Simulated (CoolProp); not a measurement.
R1336mzz(E) at 297.06 K and 0.0808 MPa is compressed adiabatically to 0.156 MPa with isentropic efficiency 0.75. Each further row changes one setting.

Computed with CoolProp (reference Helmholtz-energy equation of state, Akasaka 2023).

```
case             work (kJ/kg)  final temperature (K)  final density (kg/m³)
---------------  ------------  ---------------------  ---------------------
as stated                   …                      …                      …
efficiency 1                …                  310.4                   10.5
efficiency 0.65             …                      …                      …
```

Question: Fill in the missing entries.

Answer: 
- as stated, work (kJ/kg): 12.9
- as stated, final temperature (K): 314.2
- as stated, final density (kg/m³): 10.3
- efficiency 1, work (kJ/kg): 9.70
- efficiency 0.65, work (kJ/kg): 14.9
- efficiency 0.65, final temperature (K): 316.5
- efficiency 0.65, final density (kg/m³): 10.2
